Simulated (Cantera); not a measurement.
## Equilibrium for oxide etching and cleaning by halides: CuO + HF + F2

Charge: 1 mol CuO, 22 mol HF, 12 mol F2, held at 65.0 mbar.

Cantera equilibrium calculation (NASA polynomials, part measured and part estimated; ideal gas, pure solids and liquids). Candidate condensed phases: Cu, CuF2, CuO, Cu(OH)2, Cu2O, H2O; 27 gas species. Kinetics and transport are ignored.

At 802 °C the condensed part is CuF2(s). From 852 °C to 902 °C the condensed part is CuF2(l). From 952 °C to 1452 °C nothing is condensed. The main Cu-bearing gas is CuF2 throughout.

| T (°C) | x HF | x F | x F2 | x CuF2 | x O2 | x CuF | x O | x FO | n CuF2(s) | n CuF2(l) |
|---|---|---|---|---|---|---|---|---|---|---|
| 802 | 0.562 | 0.286 | 0.138 | 0.00152 | 0.0128 | 1.04e-11 | 5.81e-10 | 1.05e-6 | 0.940 | 0 |
| 852 | 0.538 | 0.353 | 0.0925 | 0.00484 | 0.0122 | 1.43e-10 | 2.00e-9 | 1.45e-6 | 0 | 0.802 |
| 902 | 0.517 | 0.403 | 0.0568 | 0.0116 | 0.0117 | 1.38e-9 | 6.21e-9 | 1.83e-6 | 0 | 0.507 |
| 952 | 0.499 | 0.434 | 0.0329 | 0.0227 | 0.0113 | 1.03e-8 | 1.76e-8 | 2.17e-6 | 0 | 0 |
| 1002 | 0.493 | 0.455 | 0.0191 | 0.0224 | 0.0112 | 3.54e-8 | 4.63e-8 | 2.50e-6 | 0 | 0 |
| 1052 | 0.489 | 0.467 | 0.0111 | 0.0222 | 0.0111 | 1.14e-7 | 1.14e-7 | 2.81e-6 | 0 | 0 |
| 1102 | 0.487 | 0.473 | 0.00661 | 0.0221 | 0.0111 | 3.39e-7 | 2.63e-7 | 3.10e-6 | 0 | 0 |
| 1152 | 0.485 | 0.477 | 0.00403 | 0.0221 | 0.0110 | 9.43e-7 | 5.72e-7 | 3.38e-6 | 0 | 0 |
| 1202 | 0.485 | 0.480 | 0.00252 | 0.0220 | 0.0110 | 2.46e-6 | 1.18e-6 | 3.66e-6 | 0 | 0 |
| 1252 | 0.484 | 0.481 | 0.00162 | 0.0220 | 0.0110 | 6.03e-6 | 2.33e-6 | 3.93e-6 | 0 | 0 |
| 1302 | 0.484 | 0.482 | 0.00107 | 0.0220 | 0.0110 | 1.40e-5 | 4.40e-6 | 4.20e-6 | 0 | 0 |
| 1352 | 0.484 | 0.482 | 0.000725 | 0.0220 | 0.0110 | 3.09e-5 | 8.00e-6 | 4.46e-6 | 0 | 0 |
| 1402 | 0.484 | 0.483 | 0.000502 | 0.0219 | 0.0110 | 6.49e-5 | 1.40e-5 | 4.73e-6 | 0 | 0 |
| 1452 | 0.484 | 0.483 | 0.000354 | 0.0219 | 0.0110 | 0.000130 | 2.39e-5 | 4.99e-6 | 0 | 0 |
x: gas mole fraction; n: condensed amount in mol.
